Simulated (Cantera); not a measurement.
A Cantera script and its output.

```python
import numpy as np
import cantera as ct

gas = ct.Solution("gri30.yaml")
gas.TPX = 1525, 180000, {'C2H6': 0.0032, 'O2': 0.019, 'N2': 1, 'CH4': 0.031}
inlet = ct.Reservoir(gas, clone=True)

reactor = ct.IdealGasConstPressureReactor(gas, energy="off", clone=False)
exhaust = ct.Reservoir(gas, clone=True)
tau = [7.2, 2.4, 0.79, 0.26, 0.087, 0.029, 0.0095, 0.0032, 0.001, 0.00035, 0.00012][0]
for a, b in ((inlet, reactor), (reactor, exhaust)):
    ct.MassFlowController(a, b, mdot=lambda t: reactor.mass / tau)
net = ct.ReactorNet([reactor])
show = ['C2H6', 'O2', 'O', 'HO2', 'OH', 'CH4']

rows = []
print(f"{'tau/s':>10s}{'T/K':>9s}" + "".join(f"{s:>11s}" for s in show))
for tau in [7.2, 2.4, 0.79, 0.26, 0.087, 0.029, 0.0095, 0.0032, 0.001, 0.00035, 0.00012]:
    net.initial_time = 0.0
    net.advance(30 * tau)
    before = gas.X
    net.advance(40 * tau)
    drift = np.max(np.abs(gas.X - before) / (gas.X + 1e-9))
    rows.append([gas.T, *gas[show].X, drift])
    print(f"{tau:10.3e}{gas.T:9.1f}" + "".join(f"{x:11.3e}" for x in gas[show].X))
```

Result:

```
     tau/s      T/K       C2H6         O2          O        HO2         OH        CH4
 7.200e+00   1525.0  3.412e-06  5.573e-05  6.318e-10  5.215e-09  5.674e-08  5.537e-03
 2.400e+00   1525.0  8.669e-06  1.541e-04  1.867e-09  1.402e-08  7.771e-08  7.290e-03
 7.900e-01   1525.0  2.082e-05  3.837e-04  5.597e-09  3.451e-08  1.111e-07  8.907e-03
 2.600e-01   1525.0  4.660e-05  8.480e-04  1.630e-08  7.923e-08  1.688e-07  1.025e-02
 8.700e-02   1525.0  9.792e-05  1.703e-03  4.496e-08  1.757e-07  2.707e-07  1.154e-02
 2.900e-02   1525.0  2.007e-04  3.265e-03  1.179e-07  4.027e-07  4.593e-07  1.318e-02
 9.500e-03   1525.0  4.144e-04  6.189e-03  2.780e-07  9.973e-07  7.884e-07  1.580e-02
 3.200e-03   1525.0  8.559e-04  1.126e-02  4.474e-07  2.236e-06  1.072e-06  2.050e-02
 1.000e-03   1525.0  1.671e-03  1.626e-02  3.531e-07  2.564e-06  8.339e-07  2.636e-02
 3.500e-04   1525.0  2.335e-03  1.757e-02  2.528e-07  1.878e-06  6.188e-07  2.846e-02
 1.200e-04   1525.0  2.717e-03  1.792e-02  1.835e-07  1.275e-06  4.533e-07  2.916e-02
```

Detailed kinetics in Cantera: GRI-Mech 3.0 (53 species, 325 reactions). The temperature is held fixed by assumption; the heat of reaction is taken as removed at once.
